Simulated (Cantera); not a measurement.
A perfectly stirred reactor is fed with CH4 : C2H6 : O2 : N2 = 1 : 1.4 : 17.2 : 64.9 (molar parts), equivalence ratio 0.40, at 3750 Torr; it is adiabatic with a 525 K inlet, and is followed from long to short residence time, starting on the burning branch (τ in s: 0.14, 0.055, 0.022, 0.0088, 0.0035, 0.0014, 0.00056, 0.00022, 9e-05).

Computed with Cantera and GRI-Mech 3.0 (53 species, 325 reactions).

What does this change do: O2 17.2 to 11 parts?


| quantity | before | after |
|---|---|---|
| blow-out, bracketed by the residence times tried | burning at 3.50 ms, out at 1.40 ms | burning at 1.40 ms, out at 0.560 ms |
| x(CH4) at τ = 0.140 s | 5.11e-6 | 3.35e-6 |
| x(C2H6) at τ = 0.140 s | 1.81e-6 | 1.15e-6 |
| x(O2) at τ = 0.140 s | 0.121 | 0.0520 |
| x(C2H4) at τ = 0.140 s | 6.51e-6 | 4.12e-6 |
| x(CH3) at τ = 0.140 s | 6.46e-7 | 5.75e-7 |
| x(CH4) at τ = 3.50 ms | 0.000123 | 4.63e-5 |
| x(C2H6) at τ = 3.50 ms | 4.32e-5 | 1.63e-5 |
| x(O2) at τ = 3.50 ms | 0.124 | 0.0532 |
| x(C2H4) at τ = 3.50 ms | 0.000108 | 4.08e-5 |
| x(CH3) at τ = 3.50 ms | 1.25e-5 | 8.29e-6 |

What does this change do: CH4 1 to 1.4 parts?


| quantity | before | after |
|---|---|---|
| blow-out, bracketed by the residence times tried | burning at 3.50 ms, out at 1.40 ms | burning at 1.40 ms, out at 0.560 ms |
| x(CH4) at τ = 0.140 s | 5.11e-6 | 3.93e-6 |
| x(C2H6) at τ = 0.140 s | 1.81e-6 | 9.70e-7 |
| x(O2) at τ = 0.140 s | 0.121 | 0.111 |
| x(C2H4) at τ = 0.140 s | 6.51e-6 | 3.49e-6 |
| x(CH3) at τ = 0.140 s | 6.46e-7 | 6.17e-7 |
| x(CH4) at τ = 3.50 ms | 0.000123 | 5.40e-5 |
| x(C2H6) at τ = 3.50 ms | 4.32e-5 | 1.41e-5 |
| x(O2) at τ = 3.50 ms | 0.124 | 0.112 |
| x(C2H4) at τ = 3.50 ms | 0.000108 | 3.81e-5 |
| x(CH3) at τ = 3.50 ms | 1.25e-5 | 8.52e-6 |

What does this change do: pressure from 3750 Torr to 338 Torr?


```csv
quantity,before,after
"blow-out, bracketed by the residence times tried","burning at 3.50 ms, out at 1.40 ms","burning at 1.40 ms, out at 0.560 ms"
x(CH4) at τ = 0.140 s,5.11e-6,7.25e-6
x(C2H6) at τ = 0.140 s,1.81e-6,2.63e-6
x(O2) at τ = 0.140 s,0.121,0.121
x(C2H4) at τ = 0.140 s,6.51e-6,5.71e-6
x(CH3) at τ = 0.140 s,6.46e-7,1.23e-6
x(CH4) at τ = 3.50 ms,0.000123,0.000103
x(C2H6) at τ = 3.50 ms,4.32e-5,3.39e-5
x(O2) at τ = 3.50 ms,0.124,0.123
x(C2H4) at τ = 3.50 ms,0.000108,1.86e-5
x(CH3) at τ = 3.50 ms,1.25e-5,1.59e-5
```
